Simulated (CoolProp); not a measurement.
Vapour-liquid equilibrium of n-octane (1) + n-dodecane (2) at 0.00131 MPa; x and y are mole fractions of (1).

Computed with CoolProp (multi-fluid Helmholtz-energy mixture model, Beckmüller 2019 and Lemmon 2004; pair parameters Bell 2016).

```
x      bubble temperature (K)  y at the bubble point  dew temperature at overall composition x (K)  liquid density (mol/L)
-----  ----------------------  ---------------------  --------------------------------------------  ----------------------
0.05                    346.7                  0.628                                         363.2                   4.228
0.125                   331.7                  0.862                                         361.7                   4.392
0.2                     322.6                  0.931                                         360.0                   4.535
0.275                   316.3                  0.960                                         358.2                   4.672
0.35                    311.5                  0.975                                         356.3                   4.808
0.425                   307.7                  0.983                                         354.1                   4.945
0.5                     304.5                  0.989                                         351.7                   5.085
0.575                   301.9                  0.992                                         348.9                   5.229
0.65                    299.6                  0.995                                         345.7                   5.378
0.725                   297.6                  0.997                                         341.9                   5.533
0.8                     295.8                  0.998                                         337.0                   5.694
0.875                   294.2                  0.999                                         330.3                   5.861
0.95                    292.8                  1.000                                         318.7                   6.037
```

No azeotrope shows between x = 0.05 and 0.95.

The pair parameters rest on a limited set of measurements; away from them the model extrapolates.
